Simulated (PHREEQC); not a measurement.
Consider water at 25 °C with 0.011 mol/kgw KOH, 0.00017 mol/kgw K2SO4 and 0.0028 mol/kgw H3BO3. Closed to the air; pH follows from the charge balance.

Equilibrium calculation in PHREEQC: ion-association model, wateq4f.dat.

```
quantity                    before     after
------------------------  --------  --------
pH                           11.87      4.38
ionic strength (mol/kgw)    0.0115    0.0191
SO4-2 (mol/kgw)           0.000162  0.000139
KSO4- (mol/kgw)            8.33e-6   6.45e-6
H3BO3 (mol/kgw)            5.88e-6   0.00314
```

Task: Name the change that produced these shifts.
A) diluted 10-fold with water
B) K2SO4 from 0.00017 to 0.00085 mol/kgw
C) temperature from 25 to 40 °C
D) H3BO3 replaced by Cu(BF4)2 at the same molality

Result: D, H3BO3 replaced by Cu(BF4)2 at the same molality

Precipitation was switched off in this run. Real BF4- forms and hydrolyses slowly; the run takes it at equilibrium.
